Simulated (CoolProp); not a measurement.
Vapour pressure (MPa) of propane: the reference equation beside estimates from Tc = 369.9 K, pc = 4.251 MPa, ω = 0.152. Clausius-Clapeyron is anchored at 260.3 K with a constant enthalpy of vaporisation of 17.28 kJ/mol.

Model: reference Helmholtz-energy equation of state, Lemmon 2009, in CoolProp.

| T (K) | reference | Lee-Kesler | Clausius-Clapeyron |
|---|---|---|---|
| 243.8 | 0.1722 | 0.1712 | 0.1828 |
| 249.3 | 0.2124 | 0.2117 | 0.2207 |
| 254.8 | (withheld) | 0.2591 | (withheld) |
| 260.3 | 0.3139 | 0.3140 | 0.3139 |
| 265.8 | 0.3766 | 0.3773 | 0.3703 |
| 271.3 | 0.4482 | 0.4495 | 0.4339 |
| 276.8 | 0.5296 | 0.5315 | 0.5052 |
| 282.3 | 0.6214 | 0.6239 | 0.5848 |
| 287.8 | 0.7245 | 0.7276 | (withheld) |
| 293.3 | 0.8398 | 0.8432 | 0.7708 |
| 298.8 | 0.9679 | 0.9717 | 0.8782 |
| 304.3 | 1.110 | 1.114 | 0.9959 |
| 309.8 | 1.266 | 1.270 | 1.124 |
| 315.4 | (withheld) | 1.446 | 1.267 |
| 320.9 | 1.631 | 1.634 | 1.418 |

Some entries are withheld; supply them.


- 254.8, reference: 0.2594
- 254.8, Clausius-Clapeyron: 0.2642
- 287.8, Clausius-Clapeyron: 0.6732
- 315.4, reference: 1.442

Absolute difference from the reference over all 15 rows, mean and median: Lee-Kesler 0.3 and 0.3 %, Clausius-Clapeyron 6.6 and 6.2 %.
